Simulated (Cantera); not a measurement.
Cantera run, input and output.

```python
import numpy as np
import cantera as ct

gas = ct.Solution("h2o2.yaml")
gas.TPX = 648, 101325, {'H2': 1, 'O2': 0.385, 'N2': 1.45, 'H2O': 0.12}
flame = ct.FreeFlame(gas, width=0.04)
flame.set_refine_criteria(ratio=3, slope=0.08, curve=0.16)
flame.transport_model = "mixture-averaged"
flame.solve(loglevel=0, auto=True)
flame.transport_model = "multicomponent"
flame.soret_enabled = False
flame.solve(loglevel=0, refine_grid=True)
z, T = flame.grid, flame.T
thick = (T[-1] - T[0]) / np.gradient(T, z).max()
show = ['H2', 'O2', 'H2O', 'HO2', 'H2O2', 'O']
print(f"laminar burning velocity  {flame.velocity[0] * 100:.3f} cm/s")
print(f"burnt temperature         {T[-1]:.1f} K")
print(f"thermal thickness         {thick * 1e3:.4f} mm")
print(f"grid points               {len(z)}")
z0 = z[flame.heat_release_rate.argmax()]
print(f"{'z/mm':>9s}{'T/K':>9s}{'u/(m/s)':>9s}" + "".join(f"{s:>11s}" for s in show))
rows = []
for k in (-3, -2, -1.5, -1, -0.5, -0.25, 0, 0.25, 0.5, 1, 2, 4, 8):
    zz = z0 + k * thick
    rows.append([k * thick, np.interp(zz, z, T), np.interp(zz, z, flame.velocity),
                 *(np.interp(zz, z, flame.X[gas.species_index(s)]) for s in show)])
    print(f"{rows[-1][0] * 1e3:9.3f}{rows[-1][1]:9.1f}{rows[-1][2]:9.3f}" + "".join(f"{x:11.3e}" for x in rows[-1][3:]))
```

Output:

```
laminar burning velocity  916.272 cm/s
burnt temperature         2471.5 K
thermal thickness         0.4582 mm
grid points               138
     z/mm      T/K  u/(m/s)         H2         O2        H2O        HO2       H2O2          O
   -1.375    648.0    9.163  3.384e-01  1.303e-01  4.061e-02  5.736e-13  3.190e-15  1.452e-17
   -0.916    648.0    9.163  3.384e-01  1.303e-01  4.061e-02  1.672e-11  6.883e-15  1.488e-14
   -0.687    648.0    9.163  3.384e-01  1.303e-01  4.061e-02  1.587e-09  4.159e-13  2.588e-12
   -0.458    648.0    9.163  3.384e-01  1.303e-01  4.061e-02  3.678e-07  2.210e-10  1.238e-09
   -0.229    657.8    9.281  3.364e-01  1.302e-01  4.115e-02  2.060e-04  1.913e-06  6.335e-06
   -0.115    829.3   11.515  3.113e-01  1.252e-01  5.679e-02  2.231e-04  1.079e-05  2.931e-04
    0.000   1254.9   16.837  2.046e-01  8.646e-02  1.422e-01  8.996e-05  4.244e-06  4.726e-03
    0.115   1565.5   20.664  1.069e-01  3.016e-02  2.463e-01  2.808e-05  2.601e-06  8.936e-03
    0.229   1707.2   22.359  8.790e-02  1.531e-02  2.741e-01  1.308e-05  1.643e-06  8.786e-03
    0.458   1855.1   24.057  8.768e-02  1.084e-02  2.854e-01  8.159e-06  8.996e-07  7.474e-03
    0.916   2006.0   25.725  8.935e-02  8.105e-03  2.956e-01  5.392e-06  4.890e-07  5.606e-03
    1.833   2151.4   27.281  8.961e-02  5.454e-03  3.073e-01  3.320e-06  2.831e-07  3.686e-03
    3.665   2276.3   28.576  8.888e-02  3.231e-03  3.187e-01  1.904e-06  1.787e-07  2.108e-03
```

Cantera simulation using the H2/O2 subset of GRI-Mech 3.0, which has no nitrogen chemistry; the numbers are that mechanism's predictions, not measurements. Burning velocities carry a grid error of a few per cent, more on coarse grids.
